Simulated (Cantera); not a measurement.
Input (Python, Cantera) and output of one run.

```python
import numpy as np
import cantera as ct

gas_names = """
    AL ALH ALN AL2 H H2 N NH NH2 NH3 N2 N2H2 N2H4
""".split()
cond_names = """
    AL(cr) AL(L) ALN(s)
""".split()


# ... load() reads the species with a 1 bar reference pressure and builds the phases ...
atoms = {
    'AlN': {'AL': 1, 'N': 1},
    'H2': {'H': 2},
}
top_T = {'ALN(s)': 2750}  # K; cautious upper limits of use, not melting points


# ... equilibrate(T, P, feed) seeds the gas with the atoms and calls Mixture.equilibrate('TP', solver="vcs", rtol=1e-11, max_steps=5000) ...
results = []
feed = {'AlN': 1, 'H2': 1.8}  # mol
P = 330  # Pa
for T in [1473, 1573, 1673, 1773, 1873, 1973, 2073, 2173]:
    mix = equilibrate(T, P, feed)
    results.append((T, P, feed, dict(zip(mix.species_names, mix.species_moles))))

top = {s: max(r[3][s] / sum(r[3][g] for g in gas_names) for r in results) for s in gas_names}
cols = sorted((s for s in top if top[s] > 1e-06), key=lambda s: -top[s])[:5]
seen = [c for c in cond_names if any(r[3].get(c, 0) > 1e-12 for r in results)]
print("log10 of partial pressures in bar; condensed amounts in mol")
print(f"{'T/K':>10s}" + "".join(f"{s[:9]:>10s}" for s in cols + seen))
for T, P, feed, n in results:
    ng = sum(n[g] for g in gas_names)
    print(f"{T:10.4g}" + "".join(f"{np.log10(max(n[s] / ng * P / 1e5, 1e-99)):10.3f}" for s in cols)
          + "".join(f"{n.get(c, 0):10.4g}" for c in seen))
```

Output:

```
log10 of partial pressures in bar; condensed amounts in mol
       T/K        H2        AL        N2         H       ALH    ALN(s)
      1473    -2.482    -6.987    -7.256    -6.139    -8.100    0.9999
      1573    -2.482    -6.027    -6.306    -5.632    -7.305    0.9995
      1673    -2.484    -5.184    -5.469    -5.185    -6.607    0.9963
      1773    -2.491    -4.438    -4.727    -4.792    -5.993    0.9792
      1873    -2.522    -3.773    -4.066    -4.451    -5.459    0.8977
      1973    -2.653    -3.177    -3.472    -4.196    -5.031    0.4632
      2073    -2.766    -3.011    -3.308    -3.963    -5.015         0
      2173    -2.783    -3.016    -3.314    -3.708    -5.113         0
```

Method: chemical equilibrium by Gibbs-energy minimisation in Cantera with the NASA 1993 tables (ideal gas, pure condensed phases).
